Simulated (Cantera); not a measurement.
**Ti + O2 + H2 + C3H8 (titanium nitride, carbide and oxide coatings)**

Feed: 1 mol Ti, 0.88 mol O2, 10 mol H2, 0.27 mol C3H8, equilibrated at 0.00133 bar.

These are equilibrium values from Cantera (NASA tables, ideal gas, pure condensed phases), not measurements of a reactor. Candidate condensed phases: C, C6H6, C7H8, C8H18, H2O, Ti, TiC, TiO, TiO2, Ti2O3, Ti3O5, Ti4O7; 113 gas species. Mutual solubility and eutectic melting of coexisting phases are not modelled. TiC, TiO: taken at fixed stoichiometry. Condensed phases not in the tables: solid solutions among these carbides, nitrides and lower oxides. Kinetics and transport are ignored.

```tsv
T (°C)	x H2	x CO	x H	x TiO	n TiC(s)	n Ti2O3(s)	n TiO(s)
950	0.949	0.0506	8.02e-6	<1e-12	0.220	0.390	0
1050	0.949	0.0506	4.23e-5	4.32e-12	0.220	0.390	0
1150	0.949	0.0505	0.000177	2.80e-10	0.220	0.390	0
1250	0.949	0.0505	0.000617	1.04e-8	0.220	0.390	0
1350	0.932	0.0661	0.00183	2.14e-7	0.0251	0	0.975
1450	0.929	0.0660	0.00481	2.42e-6	0.0251	0	0.975
1550	0.923	0.0658	0.0114	2.07e-5	0.0250	0	0.975
```
x: gas mole fraction; n: condensed amount in mol.

From 950 °C to 1250 °C the condensed part is TiC(s) + Ti2O3(s). From 1350 °C to 1550 °C the condensed part is TiC(s) + TiO(s).
